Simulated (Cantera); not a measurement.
A Cantera script and what it prints.

```python
import numpy as np
import cantera as ct

gas_names = [...]  # 45 gases of nasa_gas.yaml made of Al, Cl, H, N, O
cond_names = """
    AL(cr) AL(L) ALCL3(s) ALCL3(L) ALN(s) AL2O3(a) AL2O3(L) H2O(s) H2O(L) NH4CL(a) NH4CL(b)
""".split()


# ... load() reads the species with a 1 bar reference pressure and builds the phases ...
atoms = {
    'AlCl3': {'AL': 1, 'CL': 3},
    'NH3': {'N': 1, 'H': 3},
    'H2': {'H': 2},
    'O2': {'O': 2},
}
top_T = {'ALN(s)': 2750}  # K; cautious upper limits of use, not melting points


# ... equilibrate(T, P, feed) seeds the gas with the atoms and calls Mixture.equilibrate('TP', solver="vcs", rtol=1e-11, max_steps=5000) ...
results = []
T = 950  # K
P = 27  # Pa
for m in [6.2, 10, 18, 30, 51, 86, 150]:
    feed = {'AlCl3': 1, 'NH3': m, 'H2': 1.7, 'O2': 28}  # mol
    mix = equilibrate(T, P, feed)
    results.append((T, P, feed, dict(zip(mix.species_names, mix.species_moles))))

top = {s: max(r[3][s] / sum(r[3][g] for g in gas_names) for r in results) for s in gas_names}
cols = sorted((s for s in top if top[s] > 0.0001), key=lambda s: -top[s])[:7]
seen = [c for c in cond_names if any(r[3].get(c, 0) > 1e-12 for r in results)]
print("log10 of partial pressures in bar; condensed amounts in mol")
print(f"{'n(NH3)':>10s}" + "".join(f"{s[:9]:>10s}" for s in cols + seen))
for T, P, feed, n in results:
    ng = sum(n[g] for g in gas_names)
    print(f"{feed['NH3']:10.4g}" + "".join(f"{np.log10(max(n[s] / ng * P / 1e5, 1e-99)):10.3f}" for s in cols)
          + "".join(f"{n.get(c, 0):10.4g}" for c in seen))
```

Output:

```
log10 of partial pressures in bar; condensed amounts in mol
    n(NH3)       H2O        O2        H2        N2       HCL       CL2        CL  AL2O3(a)
       6.2    -4.171    -3.797   -13.012    -4.658    -4.675    -7.385    -7.445       0.5
        10    -4.019    -3.907   -12.804    -4.502    -4.725    -7.693    -7.599       0.5
        18    -3.857    -4.157   -12.518    -4.337    -4.815    -8.160    -7.832       0.5
        30    -3.745    -4.733   -12.118    -4.224    -4.923    -8.776    -8.140       0.5
        51    -3.854   -20.699    -4.244    -4.184    -5.114   -17.030   -12.267       0.5
        86    -4.076   -21.753    -3.939    -4.179    -5.335   -17.779   -12.642       0.5
       150    -4.314   -22.471    -3.818    -4.175    -5.573   -18.376   -12.940       0.5
```

Equilibrium computed with Cantera from the NASA thermochemical tables; the gas is ideal and each condensed phase is pure. Condensed phases not in the tables: AlOCl.
